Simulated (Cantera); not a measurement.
Charge: 1 mol SiCl4, a varied amount of H2, equilibrated at 900 K and 28.0 mbar.

Method: chemical equilibrium by Gibbs-energy minimisation in Cantera with the NASA 1993 tables (ideal gas, pure condensed phases). Candidate condensed phases: Si; 19 gas species. Rates play no part.

Which condensed phases are stable at each of these points (n(H2) (mol)): 12, 17, 23, 33, 46, 64, 90, 130, 180?


| n(H2) (mol) | condensed phases | Si condensed (%) |
|---|---|---|
| 12 | gas only | 0.0 |
| 17 | gas only | 0.0 |
| 23 | gas only | 0.0 |
| 33 | gas only | 0.0 |
| 46 | Si(s) | 0.6 |
| 64 | Si(s) | 2.3 |
| 90 | Si(s) | 4.7 |
| 130 | Si(s) | 8.2 |
| 180 | Si(s) | 12.2 |

From 12 mol H2 to 33 mol H2 nothing is condensed. From 46 mol H2 to 180 mol H2 the condensed part is Si(s).
